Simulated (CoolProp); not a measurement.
A closed Brayton cycle with carbon dioxide: compressor inlet 321.15 K and 7.5 MPa, high pressure 25.6 MPa, turbine inlet 930 K, compressor efficiency 0.89, turbine efficiency 0.9, recuperator effectiveness 0 (on enthalpy, no pinch check). Each further row changes one setting.

Computed with CoolProp (reference Helmholtz-energy equation of state, Span 1996).

```
case                           thermal efficiency (%)  net work (kJ/kg)  compressor to turbine work  compressor exit (K)  turbine exit (K)
-----------------------------  ----------------------  ----------------  --------------------------  -------------------  ----------------
as stated                                        17.5               116                        0.36                425.5             773.9
turbine inlet 880 K                              17.6               105                        0.38                425.5             729.3
compressor inlet 331.15 K                        17.2               109                        0.40                441.9             773.9
high pressure 21.8 MPa                           15.5               104                        0.34                411.4             793.5
recuperator effectiveness 0.5                    25.1               116                        0.36                425.5             773.9
```
